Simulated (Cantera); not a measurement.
A closed system holds: 1 mol S, 0.08 mol SO2, held at 777 °C and 12.0 Pa.

Cantera equilibrium calculation (NASA polynomials, part measured and part estimated; ideal gas, pure solids and liquids). Candidate condensed phases: S; 10 gas species. Gases not in the tables: S3 to S7. The numbers say what is thermodynamically allowed, not how fast it happens.

Base state: S2 0.861, SO2 0.137, S2O 0.00197, SO 0.000450 (mole fractions); condensed: gas only.

Question: What changes in the equilibrium state with this change: pressure from 12.0 Pa to 2.20 mbar?

Answer: 
| species | before | after |
|---|---|---|
| S2 | 0.861 | 0.860 |
| SO2 | 0.137 | 0.136 |
| S2O | 0.00197 | 0.00406 |
| SO | 0.000450 | 0.000217 |
